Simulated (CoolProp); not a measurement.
Aqueous ethanol as a coolant, 47 % by mass, freezing at -35.4 °C, 1 atm.

The numbers come from the Melinder's fits for secondary coolants in CoolProp.

| T (°C) | viscosity (mPa s) | conductivity (W/(m K)) | cp (kJ/(kg K)) | density (kg/m³) |
|---|---|---|---|---|
| -2.7 | 7.78 | 0.323 | 3.681 | 937.8 |
| 2.2 | 6.10 | 0.324 | 3.733 | 934.1 |
| 7.2 | 4.85 | 0.326 | 3.781 | 930.2 |
| 12.2 | 3.91 | 0.328 | 3.826 | 926.4 |
| 17.2 | 3.21 | 0.329 | 3.867 | 922.5 |
| 22.2 | 2.66 | 0.331 | 3.903 | 918.6 |
| 27.2 | 2.23 | 0.332 | 3.936 | 914.6 |
| 32.1 | 1.89 | 0.333 | 3.963 | 910.7 |
